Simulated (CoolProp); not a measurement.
Fluorine at several states: Z from the reference equation and from simpler models built on Tc = 144.4 K, pc = 52.40 bar, ω = 0.045; each cubic takes its own stable root.

Values from CoolProp's reference Helmholtz-energy equation of state, de Reuck 1990.

```json
[
 {"T (K)": "246.4", "p (bar)": "0.676", "phase": "gas", "reference": "0.9993"},
 {"T (K)": "128.5", "p (bar)": "0.245", "phase": "gas", "reference": "0.9978"},
 {"T (K)": "65.5", "p (bar)": "99", "phase": "liquid", "reference": "0.4196"},
 {"T (K)": "235.5", "p (bar)": "39", "phase": "gas", "reference": "0.9527"},
 {"T (K)": "94.6", "p (bar)": "2.83", "phase": "liquid", "reference": "0.009546"}
]
```

### Question
How far does each simpler model (van der Waals, Redlich-Kwong, Soave-Redlich-Kwong, Peng-Robinson) lie from the reference over these 5 states: mean and median of the absolute difference, and the worst?

### Answer
- van der Waals: mean 1990.7 %, median 1.4 %, worst +9907.3 % at 94.6 K and 2.83 bar
- Redlich-Kwong: mean 0.4 %, median 0.2 %, worst -1.6 % at 65.5 K and 99 bar
- Soave-Redlich-Kwong: mean 0.3 %, median 0.3 %, worst -0.6 % at 65.5 K and 99 bar
- Peng-Robinson: mean 4.8 %, median 1.1 %, worst -11.5 % at 65.5 K and 99 bar

At some of these states van der Waals gives the other phase, because its saturation line lies elsewhere.
